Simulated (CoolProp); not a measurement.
Vapour-liquid equilibrium of CH2F2 (R32) (1) + R236FA (2) at -34.55 °C; x and y are mole fractions of (1).

The numbers come from the multi-fluid Helmholtz-energy mixture model, Tillner-Roth 1997 and Pan 2012; pair parameters Bell 2016 in CoolProp.

| x | bubble pressure (MPa) | y at the bubble point | dew pressure at overall composition x (MPa) | liquid density (mol/L) |
|---|---|---|---|---|
| 0.05 | 0.03070 | 0.371 | 0.02116 | 10.47 |
| 0.15 | 0.05247 | 0.666 | 0.02343 | 11.15 |
| 0.25 | 0.07441 | 0.789 | 0.02625 | 11.90 |
| 0.35 | 0.09588 | 0.855 | 0.02984 | 12.74 |
| 0.45 | 0.1166 | 0.897 | 0.03457 | 13.69 |
| 0.55 | 0.1365 | 0.926 | 0.04107 | 14.77 |
| 0.65 | 0.1560 | 0.947 | 0.05057 | 16.02 |
| 0.75 | 0.1753 | 0.965 | 0.06576 | 17.47 |
| 0.85 | 0.1949 | 0.980 | 0.09378 | 19.17 |
| 0.95 | 0.2152 | 0.994 | 0.1588 | 21.21 |

No azeotrope shows between x = 0.05 and 0.95.

Pair parameters are fitted to limited data, so mixtures are less certain than the pure fluids.
